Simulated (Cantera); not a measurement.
A closed system holds: 1 mol SiHCl3, 7 mol H2, equilibrated at 948 K and 80.0 mbar.

Method: chemical equilibrium by Gibbs-energy minimisation in Cantera with the NASA 1993 tables (ideal gas, pure condensed phases). Candidate condensed phases: Si; 19 gas species. The tables' values for SiCl3 are old estimates; treat these amounts as uncertain. Kinetics and transport are ignored.

Base state: H2 0.893, SiCl4 0.0699, SiHCl3 0.0228, HCl 0.0123, SiH2Cl2 0.000752, SiCl3 0.000732, SiCl2 0.000259 (mole fractions); condensed: Si(s).

### Question
What changes in the equilibrium state with this change: SiHCl3 replaced by SiH4?

### Answer
```csv
species,before,after
H2,0.893,1.00
SiCl4,0.0699,0
SiHCl3,0.0228,0
HCl,0.0123,0
SiH2Cl2,0.000752,0
SiCl3,0.000732,0
SiCl2,0.000259,0
"Si(s), mol",0.223,1.00
```
